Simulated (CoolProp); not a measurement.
Vapour-liquid equilibrium of R134a (1) + R236FA (2) at 34.55 °C; x and y are mole fractions of (1).

Computed with CoolProp (multi-fluid Helmholtz-energy mixture model, Tillner-Roth 1994 and Pan 2012; pair parameters Bell 2016).

### Question
Give the bubble pressure and the first vapour's composition at x = 0.05, 0.15, 0.85. Is there an azeotrope?

### Answer
x = 0.05: 392.8 kPa, y = 0.098; x = 0.15: 439.2 kPa, y = 0.266; x = 0.85: 792.3 kPa, y = 0.920. No azeotrope shows between x = 0.05 and 0.95.

Pair parameters are fitted to limited data, so mixtures are less certain than the pure fluids.
